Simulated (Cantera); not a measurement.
A perfectly stirred reactor is fed with CO : O2 : H2O : N2 = 0.024 : 0.048 : 0.0091 : 1 (molar parts), equivalence ratio 0.25, at 0.430 bar; it is held at 1273 K, and followed from long to short residence time.

Detailed kinetics in Cantera: GRI-Mech 3.0 (53 species, 325 reactions).

x: mole fraction; the columns are a selection and need not sum to one.

```csv
τ (s),x CO,x O2,x H2O,x NO,x N2O,x OH,x O
1.1,0.000281,0.0338,0.00847,9.56e-7,___,6.49e-5,4.82e-5
0.40,0.000550,0.0339,0.00844,6.94e-7,___,8.97e-5,9.43e-5
0.14,0.00110,0.0341,0.00840,5.65e-7,___,0.000125,0.000187
0.049,0.00215,0.0345,0.00832,5.76e-7,___,0.000171,0.000363
0.017,0.00411,0.0353,0.00819,6.86e-7,___,0.000229,0.000675
0.0062,0.00731,0.0367,0.00800,7.44e-7,___,0.000284,0.00112
0.0022,0.0122,0.0389,0.00784,5.20e-7,___,0.000312,0.00156
```

**Question.** Some entries are withheld; supply them.

**Answer.** 
- 1.1, x N2O: 5.68e-7
- 0.40, x N2O: 4.90e-7
- 0.14, x N2O: 4.04e-7
- 0.049, x N2O: 3.24e-7
- 0.017, x N2O: 2.56e-7
- 0.0062, x N2O: 2.04e-7
- 0.0022, x N2O: 1.57e-7
